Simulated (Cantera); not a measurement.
What does this Cantera script print?

```python
import numpy as np
import cantera as ct

gas_names = """
    O2 F2
""".split()
cond_names = """
    Ca(b) CaF2(a) CaO(s)
""".split()


# ... load() reads the species with a 1 bar reference pressure and builds the phases ...
species = {s.name: s for s in load("nasa_gas.yaml", gas_names) + load("nasa_condensed.yaml", cond_names)}
T = 1075
g = {n: (s.thermo.h(T) - T * s.thermo.s(T)) / (ct.gas_constant * T * np.log(10)) for n, s in species.items()}
valid = cond_names  # the entries whose range holds T


def stable(la, lb):
    # potentials (over RT ln 10) of the two non-metals from log10 p(O2) and log10 p(F2) in bar
    mu = {}
    mu["O"] = (g["O2"] + la) / 2
    mu["F"] = (g["F2"] + lb) / 2
    cost = {}
    for n in valid:
        c = species[n].composition
        cost[n] = (g[n] - sum(c.get(e, 0) * m for e, m in mu.items())) / c["Ca"]
    return min(cost, key=cost.get)


results = []
for lb in [0, -2.8, -5.5, -8.2, -11, -13.8, -16.5, -19.2, -22, -24.8, -27.5, -30.2, -33]:
    row = [stable(la, lb) for la in [-27, -25.8, -24.7, -23.5, -22.3, -21.1, -20, -18.8, -17.6, -16.4, -15.3, -14.1, -12.9, -11.7, -10.6, -9.4, -8.2, -7, -5.9, -4.7, -3.5, -2.3, -1.2, 0]]
    results.append(row)
    print(f"{lb:6.1f}  " + " ".join(f"{valid.index(n):x}" for n in row))
print("key: " + ", ".join(f"{i:x} {n}" for i, n in enumerate(valid)))
```

Output:

```
   0.0  1 1 1 1 1 1 1 1 1 1 1 1 1 1 1 1 1 1 1 1 1 1 1 1
  -2.8  1 1 1 1 1 1 1 1 1 1 1 1 1 1 1 1 1 1 1 1 1 1 1 1
  -5.5  1 1 1 1 1 1 1 1 1 1 1 1 1 1 1 1 1 1 1 1 1 1 1 1
  -8.2  1 1 1 1 1 1 1 1 1 1 1 1 1 1 1 1 1 1 1 1 1 1 1 1
 -11.0  1 1 1 1 1 1 1 1 1 1 1 1 1 1 1 1 1 1 1 1 1 1 1 1
 -13.8  1 1 1 1 1 1 1 1 1 1 1 1 1 1 1 1 1 1 1 1 1 1 1 1
 -16.5  1 1 1 1 1 1 1 1 1 1 1 1 1 1 1 1 1 1 1 1 1 1 1 1
 -19.2  1 1 1 1 1 1 1 1 1 1 1 1 1 1 1 1 1 1 1 1 1 1 1 1
 -22.0  1 1 1 1 1 1 1 1 1 1 1 1 1 1 1 1 1 1 1 1 1 1 1 1
 -24.8  1 1 1 1 1 1 1 1 1 1 1 1 1 1 1 1 1 1 1 1 1 1 1 1
 -27.5  1 1 1 1 1 1 1 1 1 1 1 1 1 1 1 1 1 1 1 1 2 2 2 2
 -30.2  1 1 1 1 1 1 1 1 1 1 1 1 1 1 1 2 2 2 2 2 2 2 2 2
 -33.0  1 1 1 1 1 1 1 1 1 1 2 2 2 2 2 2 2 2 2 2 2 2 2 2
key: 0 Ca(b), 1 CaF2(a), 2 CaO(s)
```

Cantera with NASA thermochemical tables; ideal gases at 1 bar, condensed phases pure. Not in the tables: oxide halides.
